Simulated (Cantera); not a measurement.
Cantera run:

```python
import numpy as np
import cantera as ct

gas_names = """
    C CO COS CO2 CS CS2 C2 C2O C3 C3O2 C4 C5 Mg MgO MgS Mg2 O O2 O3 S SO SO2 SO3 S2 S2O S8
""".split()
cond_names = """
    C(gr) Mg(cr) Mg(L) MgCO3(s) MgO(s) MgO(L) MgS(s) MgSO4(s) MgSO4(L) S(cr1) S(cr2) S(L)
""".split()


# ... load() reads the species with a 1 bar reference pressure and builds the phases ...
atoms = {
    'MgCO3': {'Mg': 1, 'C': 1, 'O': 3},
    'SO3': {'S': 1, 'O': 3},
    'O2': {'O': 2},
}
top_T = {'C(gr)': 4500, 'MgS(s)': 2250}  # K; cautious upper limits of use, not melting points


# ... equilibrate(T, P, feed) seeds the gas with the atoms and calls Mixture.equilibrate('TP', solver="vcs", rtol=1e-11, max_steps=5000) ...
results = []
feed = {'MgCO3': 1, 'SO3': 0.78, 'O2': 0.065}  # mol
P = 10000  # Pa
for T in [723, 798, 873, 948, 1023, 1098, 1173, 1248, 1323, 1398, 1473, 1548]:
    mix = equilibrate(T, P, feed)
    results.append((T, P, feed, dict(zip(mix.species_names, mix.species_moles))))
    x = sorted(zip(gas.X, gas.species_names), reverse=True)
    print(f"T = {T:g} K  P = {P:g} Pa  gas = {mix.phase_moles(0):.4g} mol")
    print("   x: " + "  ".join(f"{s} {v:.3e}" for v, s in x if v > 1e-06))
    print("   condensed (mol): " + ("  ".join(f"{mix.phase(i).name} {mix.phase_moles(i):.4g}"
          for i in range(1, mix.n_phases) if mix.phase_moles(i) > 1e-12) or "none"))
```

Output:

```
T = 723 K  P = 10000 Pa  gas = 1.065 mol
   x: CO2 9.390e-01  O2 6.103e-02
   condensed (mol): MgO(s) 0.22  MgSO4(s) 0.78
T = 798 K  P = 10000 Pa  gas = 1.065 mol
   x: CO2 9.390e-01  O2 6.103e-02
   condensed (mol): MgO(s) 0.22  MgSO4(s) 0.78
T = 873 K  P = 10000 Pa  gas = 1.065 mol
   x: CO2 9.390e-01  O2 6.103e-02
   condensed (mol): MgO(s) 0.22  MgSO4(s) 0.78
T = 948 K  P = 10000 Pa  gas = 1.065 mol
   x: CO2 9.389e-01  O2 6.104e-02  SO2 3.025e-05  SO3 8.135e-06
   condensed (mol): MgO(s) 0.22  MgSO4(s) 0.78
T = 1023 K  P = 10000 Pa  gas = 1.067 mol
   x: CO2 9.375e-01  O2 6.143e-02  SO2 9.922e-04  SO3 1.079e-04
   condensed (mol): MgO(s) 0.2212  MgSO4(s) 0.7788
T = 1098 K  P = 10000 Pa  gas = 1.097 mol
   x: CO2 9.115e-01  O2 6.866e-02  SO2 1.882e-02  SO3 9.898e-04
   condensed (mol): MgO(s) 0.2417  MgSO4(s) 0.7583
T = 1173 K  P = 10000 Pa  gas = 1.475 mol
   x: CO2 6.780e-01  SO2 1.808e-01  O2 1.345e-01  SO3 6.740e-03
   condensed (mol): MgO(s) 0.4966  MgSO4(s) 0.5034
T = 1248 K  P = 10000 Pa  gas = 2.225 mol
   x: CO2 4.493e-01  SO2 3.419e-01  O2 2.002e-01  SO3 8.567e-03
   condensed (mol): MgO(s) 1
T = 1323 K  P = 10000 Pa  gas = 2.229 mol
   x: CO2 4.486e-01  SO2 3.448e-01  O2 2.015e-01  SO3 5.118e-03
   condensed (mol): MgO(s) 1
T = 1398 K  P = 10000 Pa  gas = 2.231 mol
   x: CO2 4.481e-01  SO2 3.463e-01  O2 2.023e-01  SO3 3.223e-03  CO 2.985e-06  O 1.305e-06
   condensed (mol): MgO(s) 1
T = 1473 K  P = 10000 Pa  gas = 2.233 mol
   x: CO2 4.479e-01  SO2 3.472e-01  O2 2.027e-01  SO3 2.126e-03  CO 1.020e-05  O 3.974e-06
   condensed (mol): MgO(s) 1
T = 1548 K  P = 10000 Pa  gas = 2.233 mol
   x: CO2 4.477e-01  SO2 3.478e-01  O2 2.030e-01  SO3 1.461e-03  CO 3.088e-05  O 1.087e-05  SO 1.816e-06
   condensed (mol): MgO(s) 1
```

These are equilibrium values from Cantera (NASA tables, ideal gas, pure condensed phases), not measurements of a reactor. Mutual solubility and eutectic melting of coexisting phases are not modelled.
